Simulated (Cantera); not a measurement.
Input: 1 mol CH3Cl, 0.011 mol F2, 2.6 mol H2, held at 1398 K and 0.133 bar.

These are equilibrium values from Cantera (NASA tables, ideal gas, pure condensed phases), not measurements of a reactor. Candidate condensed phases: C, C6H6, C7H8, C8H18; 118 gas species. Kinetics and transport are ignored.

Problem. What is the equilibrium state?

Solution. 
```json
{
 "x(H2)": "0.778",
 "x(HCl)": "0.217",
 "x(HF)": "0.00477",
 "x(CH4)": "0.000352",
 "x(H)": "1.14e-5",
 "x(Cl)": "2.63e-6",
 "x(C2H2 (acetylene))": "1.91e-6",
 "n(C(graphite))": "0.998 mol",
 "gas_amount": "4.609 mol"
}
```
